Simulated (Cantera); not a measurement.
Input: 1 mol MgCl2, 2.8 mol O2, 5.2 mol N2, at 1973 K and 0.00133 bar.

Cantera equilibrium calculation (NASA polynomials, part measured and part estimated; ideal gas, pure solids and liquids). Candidate condensed phases: Mg, MgCl2, MgO; 18 gas species. The numbers say what is thermodynamically allowed, not how fast it happens.

Base state: N2 0.550, O2 0.253, Cl 0.152, MgCl2 0.0301, O 0.00747, NO 0.00651, MgCl 0.000101, Mg 9.85e-5 (mole fractions); condensed: MgO(s).

Question: What changes in the equilibrium state with this change: temperature from 1973 K to 2198 K?

Answer: 
```
species       before     after
-----------  -------  --------
N2             0.550     0.530
O2             0.253     0.231
Cl             0.152     0.159
O            0.00747    0.0351
NO           0.00651    0.0108
MgCl2         0.0301    0.0230
Mg           9.85e-5   0.00953
MgO          9.04e-6  0.000532
MgO(s), mol    0.715     0.665
```
